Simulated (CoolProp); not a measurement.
A simple Rankine cycle with water: condensing at 332.15 K, boiler at 2.71 MPa, turbine inlet 651.4 K, turbine efficiency 0.8, pump efficiency 0.8, no recuperator. Each further row changes one setting.

Values from CoolProp's reference Helmholtz-energy equation of state, Wagner 2002.

```
case                             thermal efficiency (%)  net work (kJ/kg)  heat in (kJ/kg)  turbine exit temperature (K)  volume ratio over the turbine
-------------------------------  ----------------------  ----------------  ---------------  ----------------------------  -----------------------------
as stated                                    (withheld)               733             2940                         332.1                           70.3
turbine inlet 671.4 K                        (withheld)               751       (withheld)                         332.1                           68.8
condensing temperature 324.15 K                    26.0               772             2970                         324.2                           99.8
boiler pressure 1.9 MPa                      (withheld)        (withheld)             2950                         332.1                     (withheld)
turbine efficiency 0.7                       (withheld)               641             2940                         332.1                           73.3
```

Task: Some entries are withheld; supply them.

Result: 
- as stated, thermal efficiency (%): 24.9
- turbine inlet 671.4 K, thermal efficiency (%): 25.2
- turbine inlet 671.4 K, heat in (kJ/kg): 2980
- boiler pressure 1.9 MPa, thermal efficiency (%): 23.6
- boiler pressure 1.9 MPa, net work (kJ/kg): 697
- boiler pressure 1.9 MPa, volume ratio over the turbine: 49.8
- turbine efficiency 0.7, thermal efficiency (%): 21.8

The expansion ends wet for: as stated; turbine inlet 671.4 K; condensing temperature 324.15 K; boiler pressure 1.9 MPa; turbine efficiency 0.7.
